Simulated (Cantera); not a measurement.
Input: 1 mol ZrO₂, 0.38 mol H₂, 0.69 mol N₂, held at 1750 K and 1 atm.

Cantera equilibrium calculation (NASA polynomials, part measured and part estimated; ideal gas, pure solids and liquids). Candidate condensed phases: H₂O, Zr, ZrN, ZrO₂; 28 gas species. Equilibrium is a limit: real reactors are often held back by kinetics, nucleation or transport.

Base state: N₂ 0.645, H₂ 0.355, H 0.000138, H₂O 3.16e-5 (mole fractions); condensed: ZrO₂(tetragonal).

Q: What changes in the equilibrium state with this change: ZrO₂ replaced by PbS?

A: 
| species | before | after |
|---|---|---|
| PbS | 0 | 0.414 |
| N₂ | 0.645 | 0.328 |
| H₂ | 0.355 | 0.154 |
| Pb | 0 | 0.0602 |
| H₂S | 0 | 0.0255 |
| S₂ | 0 | 0.0164 |
| SH | 0 | 0.00190 |
| S | 0 | 6.24e-5 |
| H₂O | 3.16e-5 | 0 |
| Pb₂ | 0 | 3.08e-5 |
| ZrO₂(tetragonal), mol | 1.000 | 0 |
Further candidate phases: Pb, PbS, S.
